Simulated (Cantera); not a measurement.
A freely propagating, adiabatic, planar premixed flame of CH₄ : H₂ : O₂ : N₂ = 1 : 0.95 : 2.06 : 7.22 (molar parts), unburnt at 575 K and 0.133 bar; mixture-averaged transport, grid criteria slope 0.08 and curve 0.16, no radiation.

Model: GRI-Mech 3.0 (53 species, 325 reactions), integrated in Cantera. Burning velocities carry a grid error of a few per cent, more on coarse grids.

```json
[
 {"quantity": "laminar burning velocity", "before": "284 cm/s", "after": "173 cm/s"},
 {"quantity": "thermal thickness", "before": "1.61 mm", "after": "1.71 mm"},
 {"quantity": "peak x(HCN)", "before": "5.06e-6", "after": "4.30e-6"},
 {"quantity": "peak x(HO₂)", "before": "0.000134", "after": "0.000116"}
]
```

**Question.** Name the change that produced these shifts.
(A) N2 7.22 to 5.5 parts
(B) CH4 1 to 1.3 parts
(C) inlet temperature 575 to 425 K
(D) CH4 1 to 0.76 parts

**Answer.** C, inlet temperature 575 to 425 K
